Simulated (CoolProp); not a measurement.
Computed with CoolProp (reference Helmholtz-energy equation of state, Thol 2014).

Question: Give the vapour pressure (kPa), liquid density (kg/m³), vapour Z, surface tension (mN/m) of saturated diethyl ether at 99.75, 136.35 °C.

Answer: 
| T (°C) | p (kPa) | liquid density (kg/m³) | vapour Z | surface tension (mN/m) |
|---|---|---|---|---|
| 99.75 | 651 | 610 | 0.841 | 8.01 |
| 136.35 | 1390 | 547 | 0.730 | 4.28 |

Surface tension comes from a separate correlation (Mulero 2014).
